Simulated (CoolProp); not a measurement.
Saturation properties of CH3F (R41) (Tc = 317.3 K, pc = 5.906 MPa, ω = 0.200).

Values from CoolProp's reference Helmholtz-energy equation of state, Lemmon 2006. It is a short technical equation, of lower accuracy than the large ones.

```tsv
T (K)	p (MPa)	liquid density (kg/m³)	vapour density (kg/m³)	enthalpy of vaporisation (kJ/kg)	liquid cp (kJ/(kg K))	surface tension (mN/m)
240.1	0.7382	776.7	14.74	413.1	2.238	8.72
250.2	1.036	749.5	20.70	391.9	2.317	7.33
260.3	1.416	720.2	28.61	368.1	2.425	5.98
270.4	1.892	688.1	39.13	341.1	2.577	4.70
280.5	2.479	652.2	53.35	309.7	2.807	3.47
290.6	3.194	610.7	73.19	272.1	3.195	2.33
300.7	4.060	559.7	102.9	224.3	4.025	1.29
310.8	5.108	485.6	157.0	153.3	7.450	0.402
```

It boils at 194.8 K under 1 atm.

Surface tension comes from a separate correlation (Mulero 2012).
